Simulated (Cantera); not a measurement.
A freely propagating, adiabatic, planar premixed flame of C3H8 : O2 : N2 = 1 : 4.17 : 14.6 (molar parts), equivalence ratio 1.2, unburnt at 375 K and 0.420 bar; mixture-averaged transport, grid criteria slope 0.08 and curve 0.16, no radiation.

Model: GRI-Mech 3.0 (53 species, 325 reactions), integrated in Cantera. GRI-Mech 3.0 was tuned for natural gas; its chemistry of propane as a main component is partial and can be far from experiment. Burning velocities carry a grid error of a few per cent, more on coarse grids.

Predict: laminar burning velocity; thermal thickness; peak x(HCO); peak x(H2O2).


```
Quantity                      Value
------------------------  ---------
laminar burning velocity  89.0 cm/s
thermal thickness          0.604 mm
peak x(HCO)                0.000128
peak x(H2O2)                1.16e-5
```
